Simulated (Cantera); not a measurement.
# Ignition delay

Mixture: CH4 : O2 : N2 = 1 : 1.82 : 6.84 (molar parts), equivalence ratio 1.1, at 23.0 bar, adiabatic and at constant pressure. Ignition delay is the time to a rise of 400 K.

Detailed kinetics in Cantera: GRI-Mech 3.0 (53 species, 325 reactions). The pressure lies above the range GRI-Mech 3.0 was tuned for (to about 10 atm).

```tsv
T0 (K)	delay (ms)
1248	1.11
1348	0.384
1448	0.146
1548	0.0598
1648	0.0261
1748	0.0122
1848	0.00609
1948	0.00328
```

The apparent activation energy between 1748 and 1948 K comes out as 190 kJ/mol.
